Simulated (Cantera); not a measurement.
Feed: 1 mol Zr, 0.025 mol O2, 2.8 mol N2, held at 1527 °C and 22.0 mbar.

Cantera equilibrium calculation (NASA polynomials, part measured and part estimated; ideal gas, pure solids and liquids). Candidate condensed phases: Zr, ZrN, ZrO2; 13 gas species. Mutual solubility and eutectic melting of coexisting phases are not modelled. ZrN: taken at fixed stoichiometry. Condensed phases not in the tables: solid solutions among these carbides, nitrides and lower oxides. The numbers say what is thermodynamically allowed, not how fast it happens.

Base state: N2 1.00 (mole fractions); condensed: ZrN(s) + ZrO2(tetragonal).

**Question.** What changes in the equilibrium state with this change: Zr replaced by Cr?

**Answer.** 
```csv
species,before,after
N2,1.00,0.996
Cr,0,0.00422
CrO,0,1.43e-5
"ZrN(s), mol",0.975,0
"ZrO2(tetragonal), mol",0.0250,0
"Cr(s), mol",0,0.955
"Cr2O3(s), mol",0,0.0167
```
Further candidate phases: Cr, CrN, Cr2N, Cr2O3.
